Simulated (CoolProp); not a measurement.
Properties of R113 along the isobar 0.735 MPa.

Model: reference Helmholtz-energy equation of state, Marx 1992, in CoolProp.

```
T (K)  phase  density (kg/m³)  cv (kJ/(kg K))  Joule-Thomson coefficient (K/MPa)  isothermal compressibility (1/MPa)  expansivity (1/kK)
-----  -----  ---------------  --------------  ---------------------------------  ----------------------------------  ------------------
414.4    gas            46.54          0.7291                              17.43                                   ?               4.013
420.1    gas            45.51          0.7309                              16.44                               1.604               3.833
425.8    gas            44.55          0.7330                              15.57                               1.587               3.675
431.5    gas            43.64          0.7353                              14.79                               1.572               3.535
437.2    gas            42.79          0.7378                              14.09                               1.558               3.410
442.9    gas            41.98          0.7403                              13.45                               1.546               3.296
448.6    gas            41.21          0.7430                              12.86                               1.535               3.193
454.3    gas            40.48          0.7457                              12.33                               1.525               3.098
460      gas            39.78          0.7485                              11.83                               1.515               3.010
465.7    gas            39.11          0.7513                              11.37                               1.507               2.930
471.5    gas            38.46               ?                              10.94                               1.499               2.853
477.2    gas            37.85          0.7569                              10.54                               1.492               2.783
482.9    gas            37.26          0.7597                              10.17                               1.485               2.717
488.6    gas            36.69          0.7625                              9.819                               1.479               2.656
494.3    gas                ?          0.7652                              9.491                               1.474               2.598
500      gas            35.62          0.7680                              9.182                               1.468               2.543
```

**Question.** Fill in the missing entries.

**Answer.** 
- 414.4, isothermal compressibility (1/MPa): 1.624
- 471.5, cv (kJ/(kg K)): 0.7541
- 494.3, density (kg/m³): 36.15
